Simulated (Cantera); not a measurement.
Charge: 1 mol CaO, a varied amount of HBr, 1.4 mol O₂, equilibrated at 1850 K and 0.100 bar.

Cantera equilibrium calculation (NASA polynomials, part measured and part estimated; ideal gas, pure solids and liquids). Candidate condensed phases: Br₂, Ca, CaBr₂, CaO, Ca(OH)₂, H₂O; 19 gas species. Kinetics and transport are ignored.

log p: log10 of the partial pressure in bar; n: condensed amount in mol.

```tsv
n(HBr) (mol)	log p HBr	log p O₂	log p Br	log p H₂O	log p CaBr₂	log p H₂	log p Br₂	n CaO(s)
1	-2.42	-1.32	-1.57	-1.76	-2.43	-5.17	-3.41	[?]
1.7	-2.26	-1.48	-1.50	-1.65	-2.21	-4.98	-3.27	[?]
3	-2.12	-1.70	-1.46	-1.56	-2.02	-4.79	-3.19	[?]
5.1	-2.02	-1.97	-1.46	-1.51	-1.88	-4.59	-3.19	[?]
8.6	-1.77	-2.71	-1.39	-1.52	-2.04	-4.24	-3.05	0
15	-1.39	-4.99	-1.50	-1.67	-2.25	-3.25	-3.27	0
25	-1.24	-6.52	-1.63	-1.87	-2.45	-2.69	-3.53	0
```

Task: What belongs in the gaps?

Result: 
- 1, n CaO(s): 0.904
- 1.7, n CaO(s): 0.793
- 3, n CaO(s): 0.545
- 5.1, n CaO(s): 0.0682
